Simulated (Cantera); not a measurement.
An adiabatic, constant-volume homogeneous reactor starts with CO : H2 : O2 : N2 : CO2 = 1 : 0.035 : 0.784 : 2.95 : 0.12 (molar parts), at 1623 K and 10.0 bar. Integrator tolerance rtol = 1e-08.

Detailed kinetics in Cantera: GRI-Mech 3.0 (53 species, 325 reactions). The hydrogen kinetics of GRI-Mech 3.0 are dated; newer H2 mechanisms differ, most at raised pressure.

Problem. What does this change do: pressure from 10.0 bar to 1.01 bar?

Solution. 
| quantity | before | after |
|---|---|---|
| time of steepest temperature rise | 8.75 µs | 79.1 µs |
| temperature at 1.00 s | 2953 K | 2777 K |
| equilibrium temperature | 2953 K | 2777 K |
| x(CO) at 1.00 s | 0.0514 (gas-phase equilibrium 0.0514) | 0.0691 (gas-phase equilibrium 0.0691) |
| x(H2) at 1.00 s | 0.000188 (gas-phase equilibrium 0.000188) | 0.000261 (gas-phase equilibrium 0.000261) |
| x(O2) at 1.00 s | 0.0691 (gas-phase equilibrium 0.0691) | 0.0770 (gas-phase equilibrium 0.0770) |
| x(NO) at 1.00 s | 0.0234 (gas-phase equilibrium 0.0234) | 0.0194 (gas-phase equilibrium 0.0194) |
| x(N2O) at 1.00 s | 4.89e-6 (gas-phase equilibrium 4.89e-6) | 1.24e-6 (gas-phase equilibrium 1.24e-6) |
| x(HO2) at 1.00 s | 7.85e-6 (gas-phase equilibrium 7.85e-6) | 3.11e-6 (gas-phase equilibrium 3.11e-6) |
